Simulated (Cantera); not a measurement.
A freely propagating, adiabatic, planar premixed flame of CH₄ : C₂H₆ : C₃H₈ : O₂ : N₂ = 1 : 0.44 : 0.16 : 3.62 : 13.6 (molar parts), unburnt at 475 K and 0.420 bar; mixture-averaged transport, grid criteria slope 0.08 and curve 0.16, no radiation.

Model: GRI-Mech 3.0 (53 species, 325 reactions), integrated in Cantera. Burning velocities carry a grid error of a few per cent, more on coarse grids.

Problem. Predict: laminar burning velocity; thermal thickness; peak x(CH₂CO); peak x(H); peak x(O).

Solution. 
```json
{
  "laminar_burning_velocity": "101 cm/s",
  "thermal_thickness": "0.704 mm",
  "peak x(CH₂CO)": "0.000680",
  "peak x(H)": "0.0142",
  "peak x(O)": "0.00305"
}
```
